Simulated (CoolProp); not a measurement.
A single-stage vapour-compression cycle with the fluid: evaporating at 228.15 K (dew point), condensing at 249.15 K (bubble point), superheat 2 K, subcooling 8 K, compressor efficiency 0.6, no pressure losses. The same conditions are run with several fluids, on thermodynamics alone (safety and materials aside).

Computed with CoolProp (reference Helmholtz-energy equation of state of each fluid (n-butane: Bücker 2006; CH3F (R41): Lemmon 2006; R404A: Lemmon 2003; fluoroethane (R161): Wu 2012; ammonia: Gao 2020; R143a: Lemmon and Jacobsen 2000)). Blends and air are pseudo-pure fits.

```json
[
 {"fluid": "n-butane", "cooling COP": "6.39", "pressure ratio": "2.96", "discharge temperature (K)": "272.2", "refrigerating effect (kJ/kg)": "397", "volumetric capacity (kJ/m³)": "155"},
 {"fluid": "CH3F (R41)", "cooling COP": "6.04", "pressure ratio": "2.11", "discharge temperature (K)": "293.8", "refrigerating effect (kJ/kg)": "410", "volumetric capacity (kJ/m³)": "3870"},
 {"fluid": "R404A", "cooling COP": "6.08", "pressure ratio": "2.54", "discharge temperature (K)": "271.7", "refrigerating effect (kJ/kg)": "185", "volumetric capacity (kJ/m³)": "1020"},
 {"fluid": "fluoroethane (R161)", "cooling COP": "6.27", "pressure ratio": "2.56", "discharge temperature (K)": "289.8", "refrigerating effect (kJ/kg)": "409", "volumetric capacity (kJ/m³)": "749"},
 {"fluid": "ammonia", "cooling COP": "6.02", "pressure ratio": "2.91", "discharge temperature (K)": "336.9", "refrigerating effect (kJ/kg)": "1350", "volumetric capacity (kJ/m³)": "666"},
 {"fluid": "R143a", "cooling COP": "6.31", "pressure ratio": "2.41", "discharge temperature (K)": "272.3", "refrigerating effect (kJ/kg)": "209", "volumetric capacity (kJ/m³)": "1090"}
]
```
